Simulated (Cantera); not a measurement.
**Pb + CO2 + H2 (metals in furnace atmospheres)**

A closed system holds: 1 mol Pb, 0.14 mol CO2, 18 mol H2, at 9.40 bar.

Method: chemical equilibrium by Gibbs-energy minimisation in Cantera with the NASA 1993 tables (ideal gas, pure condensed phases). Candidate condensed phases: C, C6H6, C7H8, C8H18, H2O, Pb, PbO, PbO2, Pb3O4; 113 gas species. Rates play no part.

| T (°C) | log p H2 | log p H2O | log p Pb | log p CH4 | log p CO | n Pb(l) |
|---|---|---|---|---|---|---|
| 552 | 0.96 | -0.83 | -6.84 | -1.13 | -5.91 | 1.00 |
| 627 | 0.96 | -0.83 | -5.86 | -1.13 | -4.73 | 1.000 |
| 702 | 0.96 | -0.83 | -5.04 | -1.13 | -3.73 | 1.000 |
| 777 | 0.96 | -0.84 | -4.33 | -1.14 | -2.88 | 1.000 |
| 852 | 0.96 | -0.85 | -3.72 | -1.17 | -2.18 | 1.000 |
| 927 | 0.96 | -0.90 | -3.19 | -1.28 | -1.68 | 0.999 |
| 1002 | 0.96 | -0.98 | -2.72 | -1.49 | -1.39 | 0.996 |
| 1077 | 0.97 | -1.05 | -2.31 | -1.79 | -1.25 | 0.991 |
| 1152 | 0.97 | -1.10 | -1.94 | -2.13 | -1.19 | 0.978 |
| 1227 | 0.97 | -1.12 | -1.61 | -2.50 | -1.16 | 0.952 |
| 1302 | 0.96 | -1.13 | -1.31 | -2.85 | -1.15 | 0.905 |
| 1377 | 0.96 | -1.14 | -1.04 | -3.19 | -1.15 | 0.822 |
log p: log10 of the partial pressure in bar; n: condensed amount in mol.

From 552 °C to 1377 °C the condensed part is Pb(l). The main Pb-bearing gas is Pb throughout.
